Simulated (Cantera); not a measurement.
A jet of CH4 : O2 : N2 = 0.058 : 0.18 : 0.79 (molar parts), equivalence ratio 0.64 at 300 K and 150 Torr hits a platinum plate 8.3 cm away at a mass flux of 0.12 kg/m²/s; the plate temperature is set and raised in steps from an oxygen-covered start.

Model: Deutschmann's 1995 Pt surface mechanism with GRI-Mech 3.0 gas chemistry, integrated in Cantera. Catalytic surfaces can have several steady states; this one follows from the mechanism file's or the stated starting coverage.

x: mole fraction at the wall; θ: surface coverage.

```json
[
 {"plate T (K)": "950", "wall x CH4": "0.0243", "wall x O2": "0.106", "wall x H2O": "0.0600", "wall x OH": "9.76e-8", "wall x CO": "1.15e-5", "wall x CO2": "0.0395", "θ free Pt": "0.225", "θ O*": "0.773", "θ OH*": "0.00248"},
 {"plate T (K)": "1000", "wall x CH4": "___", "wall x O2": "___", "wall x H2O": "___", "wall x OH": "___", "wall x CO": "1.06e-5", "wall x CO2": "___", "θ free Pt": "___", "θ O*": "___", "θ OH*": "0.00251"},
 {"plate T (K)": "1050", "wall x CH4": "___", "wall x O2": "___", "wall x H2O": "0.0833", "wall x OH": "___", "wall x CO": "9.96e-6", "wall x CO2": "0.0552", "θ free Pt": "___", "θ O*": "___", "θ OH*": "0.00237"},
 {"plate T (K)": "1100", "wall x CH4": "0.00849", "wall x O2": "0.0731", "wall x H2O": "0.0887", "wall x OH": "1.39e-6", "wall x CO": "9.66e-6", "wall x CO2": "0.0588", "θ free Pt": "0.437", "θ O*": "0.561", "θ OH*": "0.00216"},
 {"plate T (K)": "1150", "wall x CH4": "0.00654", "wall x O2": "0.0692", "wall x H2O": "0.0919", "wall x OH": "2.78e-6", "wall x CO": "9.71e-6", "wall x CO2": "0.0611", "θ free Pt": "0.503", "θ O*": "0.495", "θ OH*": "0.00193"}
]
```

Problem. Fill in the missing entries.

Solution. 
- 1000, wall x CH4: 0.0165
- 1000, wall x O2: 0.0897
- 1000, wall x H2O: 0.0744
- 1000, wall x OH: 2.67e-7
- 1000, wall x CO2: 0.0492
- 1000, θ free Pt: 0.296
- 1000, θ O*: 0.701
- 1050, wall x CH4: 0.0115
- 1050, wall x O2: 0.0794
- 1050, wall x OH: 6.42e-7
- 1050, θ free Pt: 0.368
- 1050, θ O*: 0.630
